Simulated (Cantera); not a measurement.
A closed system holds: 1 mol SiHCl₃, 36 mol NH₃, 98 mol H₂, equilibrated at 0.133 bar.

These are equilibrium values from Cantera (NASA tables, ideal gas, pure condensed phases), not measurements of a reactor. Candidate condensed phases: NH₄Cl, Si, Si₃N₄; 28 gas species. The tables' values for SiCl, SiN are old estimates; treat these amounts as uncertain. Gases not in the tables: Si₂H₆ and higher silanes. Kinetics and transport are ignored.

log p: log10 of the partial pressure in bar; n: condensed amount in mol.

```json
[
 {"T (K)": "1800", "log p H₂": "-0.93", "log p N₂": "-1.87", "log p HCl": "-2.67", "log p H": "(withheld)", "log p SiCl₂": "-4.04", "n Si₃N₄(s)": "0.291", "n Si(l)": "0"},
 {"T (K)": "1825", "log p H₂": "-0.93", "log p N₂": "-1.87", "log p HCl": "-2.68", "log p H": "(withheld)", "log p SiCl₂": "-3.96", "n Si₃N₄(s)": "0.280", "n Si(l)": "0"},
 {"T (K)": "1850", "log p H₂": "-0.93", "log p N₂": "-1.86", "log p HCl": "-2.68", "log p H": "(withheld)", "log p SiCl₂": "-3.96", "n Si₃N₄(s)": "0", "n Si(l)": "0.836"},
 {"T (K)": "1875", "log p H₂": "-0.93", "log p N₂": "-1.86", "log p HCl": "-2.68", "log p H": "(withheld)", "log p SiCl₂": "-3.98", "n Si₃N₄(s)": "0", "n Si(l)": "0.834"},
 {"T (K)": "1900", "log p H₂": "-0.93", "log p N₂": "-1.86", "log p HCl": "-2.68", "log p H": "(withheld)", "log p SiCl₂": "-3.99", "n Si₃N₄(s)": "0", "n Si(l)": "0.829"},
 {"T (K)": "1925", "log p H₂": "-0.93", "log p N₂": "-1.86", "log p HCl": "-2.68", "log p H": "(withheld)", "log p SiCl₂": "-4.00", "n Si₃N₄(s)": "0", "n Si(l)": "0.822"},
 {"T (K)": "1950", "log p H₂": "-0.93", "log p N₂": "-1.86", "log p HCl": "-2.67", "log p H": "(withheld)", "log p SiCl₂": "-4.01", "n Si₃N₄(s)": "0", "n Si(l)": "0.811"},
 {"T (K)": "1975", "log p H₂": "-0.93", "log p N₂": "-1.86", "log p HCl": "-2.67", "log p H": "(withheld)", "log p SiCl₂": "-4.02", "n Si₃N₄(s)": "0", "n Si(l)": "0.796"},
 {"T (K)": "2000", "log p H₂": "-0.93", "log p N₂": "-1.86", "log p HCl": "-2.67", "log p H": "(withheld)", "log p SiCl₂": "-4.04", "n Si₃N₄(s)": "0", "n Si(l)": "0.777"},
 {"T (K)": "2025", "log p H₂": "-0.93", "log p N₂": "-1.86", "log p HCl": "-2.67", "log p H": "(withheld)", "log p SiCl₂": "-4.05", "n Si₃N₄(s)": "0", "n Si(l)": "0.751"},
 {"T (K)": "2050", "log p H₂": "-0.93", "log p N₂": "-1.86", "log p HCl": "-2.67", "log p H": "(withheld)", "log p SiCl₂": "-4.06", "n Si₃N₄(s)": "0", "n Si(l)": "0.718"},
 {"T (K)": "2075", "log p H₂": "-0.93", "log p N₂": "-1.86", "log p HCl": "-2.67", "log p H": "(withheld)", "log p SiCl₂": "-4.07", "n Si₃N₄(s)": "0", "n Si(l)": "0.674"}
]
```

Question: Complete the blanks.

Answer: 
- 1800, log p H: -3.91
- 1825, log p H: -3.82
- 1850, log p H: -3.73
- 1875, log p H: -3.65
- 1900, log p H: -3.57
- 1925, log p H: -3.49
- 1950, log p H: -3.41
- 1975, log p H: -3.33
- 2000, log p H: -3.26
- 2025, log p H: -3.18
- 2050, log p H: -3.11
- 2075, log p H: -3.04
